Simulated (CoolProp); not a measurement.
Vapour pressure (MPa) of dimethyl carbonate: the reference equation beside estimates from Tc = 557.0 K, pc = 4.909 MPa, ω = 0.346.

Computed with CoolProp (reference Helmholtz-energy equation of state, Zhou 2011).

```tsv
T (K)	reference	Lee-Kesler	van der Waals	Redlich-Kwong	Peng-Robinson
367.7	0.1165	0.1148	0.7247	0.2564	0.1158
375.8	0.1487	0.1475	0.8133	0.3121	0.1481
384	0.1882	0.1875	0.9100	0.3769	0.1876
392.2	0.2353	0.2357	1.014	0.4510	0.2350
400.4	0.2911	0.2929	1.125	0.5350	0.2912
408.6	0.3566	0.3601	1.244	0.6297	0.3575
416.7	0.4320	0.4376	1.370	0.7343	0.4340
424.9	0.5201	0.5283	1.505	0.8521	0.5236
433.1	0.6213	0.6324	1.648	0.9826	0.6269
441.3	0.7368	0.7513	1.799	1.126	0.7450
449.4	0.8662	0.8844	1.957	1.282	0.8778
457.6	1.014	1.036	2.126	1.454	1.030
465.8	1.180	1.207	2.303	1.641	1.201
```

Absolute difference from the reference over all 13 rows, mean and median: Lee-Kesler 1.4 and 1.5 %, van der Waals 251.2 and 217.1 %, Redlich-Kwong 73.7 and 70.0 %, Peng-Robinson 0.7 and 0.6 %.
